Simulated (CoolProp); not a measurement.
A single-stage vapour-compression cycle with the fluid: evaporating at 245.15 K (dew point), condensing at 286.15 K (bubble point), superheat 5 K, subcooling 5 K, compressor efficiency 0.65, no pressure losses. The same conditions are run with several fluids, on thermodynamics alone (safety and materials aside).

The numbers come from the reference Helmholtz-energy equation of state of each fluid (sulfur hexafluoride: Guder 2009; ethane: Bücker 2006; R507A: Lemmon 2003; R13: Platzer 1990; R1224YDZ: Akasaka 2023; n-perfluorobutane: Gao 2022) in CoolProp. The equations of Platzer and Polt are older, rougher fits. Blends and air are pseudo-pure fits.

| fluid | cooling COP | pressure ratio | discharge temperature (K) | refrigerating effect (kJ/kg) | volumetric capacity (kJ/m³) |
|---|---|---|---|---|---|
| sulfur hexafluoride | 2.95 | 3.34 | 300.4 | 68.6 | 2870 |
| ethane | 2.84 | 2.86 | 323.8 | 278 | 5470 |
| R507A | 3.25 | 4.00 | 311.2 | 140 | 1660 |
| R13 | 2.76 | 3.02 | 313.5 | 79.2 | 4290 |
| R1224YDZ | 3.46 | 6.95 | 313.3 | 153 | 150 |
| n-perfluorobutane | 3.08 | 5.74 | 286.2 | 70.4 | 255 |

The compression ends wet for: n-perfluorobutane.
